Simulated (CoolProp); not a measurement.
Properties of p-xylene along the isobar 101 kPa (Tc = 616.2 K, pc = 3532 kPa, ω = 0.324).

Values from CoolProp's reference Helmholtz-energy equation of state, Zhou 2012.

```tsv
T (K)	phase	density (kg/m³)	speed of sound (m/s)	Prandtl number
432.6	gas	?	182.0	0.703
448.1	gas	2.977	186.0	?
463.6	gas	2.866	189.7	0.692
479.1	gas	?	193.3	0.688
494.6	gas	2.669	?	?
510.2	gas	2.581	200.2	0.682
525.7	gas	2.499	203.5	0.680
541.2	gas	2.423	206.7	0.678
556.7	gas	2.352	209.9	0.677
572.2	gas	2.286	212.9	0.676
```

Some entries are withheld; supply them.


- 432.6, density (kg/m³): 3.100
- 448.1, Prandtl number: 0.697
- 479.1, density (kg/m³): 2.763
- 494.6, speed of sound (m/s): 196.8
- 494.6, Prandtl number: 0.684

Viscosity comes from a separate model (Balogun 2015). Thermal conductivity comes from a separate model (Mylona 2014).
